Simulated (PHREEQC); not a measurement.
Make-up at 25 °C: 0.019 mol H2SO4 and 0.017 mol CuSO4 per kg of water. Closed to the air; pH follows from the charge balance.

Computed with PHREEQC (ion-association model, phreeqc.dat).

| quantity | before | after |
|---|---|---|
| pH | 1.71 | 1.63 |
| ionic strength (mol/kgw) | 0.0711 | 0.0350 |
| SO4-2 (mol/kgw) | 0.0151 | 0.00799 |
| HSO4- (mol/kgw) | 0.0148 | 0.0110 |

What was changed between the two runs?
A. diluted 5-fold with water
B. CuSO4 from 0.017 to 0.0255 mol/kgw
C. CuSO4 left out
D. H2SO4 from 0.019 to 0.0171 mol/kgw
E. 0.00047 mol/kgw KOH added

C, CuSO4 left out

Precipitation was switched off in this run.
